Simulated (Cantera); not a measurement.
Input (Python, Cantera) and output of one run.

```python
import numpy as np
import cantera as ct

gas_names = """
    C CN CO CO2 C2 CCN CNC C2N2 C2O C3 C3O2 C4 C4N2 C5 Fe FeC5O5 FeO N NCO NO NO2 NO3 N2 N2O O O2 O3
""".split()
cond_names = """
    C(gr) Fe(a) Fe(c) Fe(d) Fe(L) FeC5O5(L) FeO(s) FeO(L) Fe2O3(s) Fe3O4(s)
""".split()


# ... load() reads the species with a 1 bar reference pressure and builds the phases ...
atoms = {
    'Fe(CO)5': {'Fe': 1, 'C': 5, 'O': 5},
    'N2': {'N': 2},
    'O2': {'O': 2},
}
top_T = {'C(gr)': 4500, 'Fe2O3(s)': 1830, 'Fe3O4(s)': 1870}  # K; cautious upper limits of use, not melting points


# ... equilibrate(T, P, feed) seeds the gas with the atoms and calls Mixture.equilibrate('TP', solver="vcs", rtol=1e-11, max_steps=5000) ...
results = []
feed = {'Fe(CO)5': 1, 'N2': 1.2, 'O2': 0.57}  # mol
T = 1025  # K
P = 100000  # Pa
mix = equilibrate(T, P, feed)
results.append((T, P, feed, dict(zip(mix.species_names, mix.species_moles))))
print(gas.report(threshold=0.001))
for i in range(1, mix.n_phases):
    print(f"{mix.phase(i).name:16s} {mix.phase_moles(i):12.5e} mol")
```

Output:

```
       temperature   1025 K
          pressure   1e+05 Pa
           density   0.35853 kg/m^3
  mean mol. weight   30.555 kg/kmol
   phase of matter   gas

                          1 kg             1 kmol
                     ---------------   ---------------
          enthalpy       -3.5909e+06       -1.0972e+08  J
   internal energy       -3.8699e+06       -1.1825e+08  J
           entropy            8088.7        2.4715e+05  J/K
    Gibbs function       -1.1882e+07       -3.6306e+08  J
 heat capacity c_p            1197.1             36579  J/K
 heat capacity c_v            925.02             28264  J/K

                      mass frac. Y      mole frac. X     chem. pot. / RT
                     ---------------   ---------------   ---------------
                CO           0.59347            0.6474            -39.07
               CO2           0.22908           0.15905           -76.483
                N2           0.17745           0.19355           -26.568
     [  +24 minor]        2.2606e-13        1.1237e-13

C(gr)             0.00000e+00 mol
Fe(a)             8.46101e-01 mol
FeC5O5(L)         0.00000e+00 mol
FeO(s)            1.53899e-01 mol
Fe2O3(s)          0.00000e+00 mol
Fe3O4(s)          0.00000e+00 mol
```

Cantera equilibrium calculation (NASA polynomials, part measured and part estimated; ideal gas, pure solids and liquids). Mutual solubility and eutectic melting of coexisting phases are not modelled. The tables' stoichiometric FeO is somewhat more stable than real wüstite, so its field is too wide. FeO: taken at fixed stoichiometry.
